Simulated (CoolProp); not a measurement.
Properties of R152A along the isotherm 500 K.

Model: reference Helmholtz-energy equation of state, Outcalt 1996, in CoolProp. It is a modified Benedict-Webb-Rubin equation, recast in Helmholtz form.

| p (kPa) | phase | density (kg/m³) | expansivity (1/kK) |
|---|---|---|---|
| 35.7 | gas | 0.5679 | 2.009 |
| 52.4 | gas | 0.8339 | 2.013 |
| 76.9 | gas | 1.225 | 2.020 |
| 113 | gas | 1.802 | 2.029 |
| 166 | gas | 2.651 | 2.043 |
| 243 | gas | 3.891 | 2.063 |
| 357 | gas | 5.737 | 2.093 |
| 524 | gas | 8.467 | 2.138 |
| 769 | gas | 12.52 | 2.205 |
| 1130 | gas | … | … |
| 1660 | gas | 27.86 | 2.466 |
| 2430 | gas | 41.88 | 2.715 |
| 3570 | gas | … | … |
| 5240 | supercritical | … | 3.831 |
| 7690 | supercritical | … | … |
| 11300 | supercritical | 266.7 | … |

Problem. Fill in the missing entries.

Solution. 
- 1130, density (kg/m³): 18.63
- 1130, expansivity (1/kK): 2.308
- 3570, density (kg/m³): 64.10
- 3570, expansivity (1/kK): 3.128
- 5240, density (kg/m³): 100.1
- 7690, density (kg/m³): 161.3
- 7690, expansivity (1/kK): 5.043
- 11300, expansivity (1/kK): 6.574
